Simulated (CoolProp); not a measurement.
Vapour-liquid equilibrium of dimethyl ether (1) + R236EA (2) at 253 K; x and y are mole fractions of (1).

Model: multi-fluid Helmholtz-energy mixture model, Wu 2011 and Rui 2013; pair parameters Bell 2016, in CoolProp.

Give the bubble pressure and the first vapour's composition at x = 0.2, 0.8, 0.95. Is there an azeotrope?

x = 0.2: 0.03338 MPa, y = 0.294; x = 0.8: 0.09273 MPa, y = 0.974; x = 0.95: 0.1168 MPa, y = 0.997. No azeotrope shows between x = 0.05 and 0.95.

The pair parameters rest on a limited set of measurements; away from them the model extrapolates.
